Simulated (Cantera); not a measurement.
A perfectly stirred reactor is fed with H₂ : O₂ : N₂ = 1.9 : 1 : 1.1 (molar parts), at 0.132 atm; it is held at 1098 K, and followed from long to short residence time.

Cantera simulation using the H2/O2 subset of GRI-Mech 3.0, which has no nitrogen chemistry; the numbers are that mechanism's predictions, not measurements. The temperature is held fixed by assumption; the heat of reaction is taken as removed at once.

x: mole fraction; the columns are a selection and need not sum to one.

```tsv
τ (s)	x H₂	x O₂	x H₂O₂	x OH	x H
0.71	0.00304	0.0178	2.03e-6	(withheld)	0.000305
0.20	0.00642	0.0195	2.30e-6	(withheld)	0.000974
0.054	0.0131	0.0231	2.33e-6	(withheld)	0.00297
0.015	0.0248	0.0296	2.27e-6	(withheld)	0.00796
0.0041	0.0445	0.0412	2.23e-6	(withheld)	0.0194
0.0011	0.0771	0.0612	2.21e-6	(withheld)	0.0430
0.00032	0.125	0.0911	2.09e-6	(withheld)	0.0788
```

Some entries are withheld; supply them.


- 0.71, x OH: 0.000389
- 0.20, x OH: 0.000600
- 0.054, x OH: 0.000930
- 0.015, x OH: 0.00142
- 0.0041, x OH: 0.00216
- 0.0011, x OH: 0.00325
- 0.00032, x OH: 0.00453
